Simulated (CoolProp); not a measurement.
Computed with CoolProp (reference Helmholtz-energy equation of state, Lemmon 2006). It is a short technical equation, of lower accuracy than the large ones.

### Question
For n-nonane, give the phase and the density (kg/m³), speed of sound (m/s), Joule-Thomson coefficient (K/MPa), viscosity (µPa s) at 356.9 K and 0.101 MPa; 383.9 K and 0.101 MPa; 464.9 K and 0.101 MPa.

### Answer
- 356.9 K and 0.101 MPa: liquid; density 667, speed of sound 986, Joule-Thomson coefficient -0.344, viscosity 355
- 383.9 K and 0.101 MPa: liquid; density 644, speed of sound 891, Joule-Thomson coefficient -0.299, viscosity 283
- 464.9 K and 0.101 MPa: gas; density 3.49, speed of sound 169, Joule-Thomson coefficient 19.6, viscosity 8.31

Viscosity comes from a separate model (Huber 2004).
